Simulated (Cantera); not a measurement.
A closed system holds: 1 mol C2F6, 0.079 mol H2, held at 1330 Pa.

Cantera equilibrium calculation (NASA polynomials, part measured and part estimated; ideal gas, pure solids and liquids). Candidate condensed phases: C, C6H6, C7H8, C8H18; 95 gas species. The feed counts by its element totals alone. Equilibrium is a limit: real reactors are often held back by kinetics, nucleation or transport.

Q: At 2900 K, list the 4 most abundant gas species with their mole fractions, and the condensed phases.

A: F 0.801, CF2 0.0860, CF 0.0747, HF 0.0282. Condensed: C(graphite).
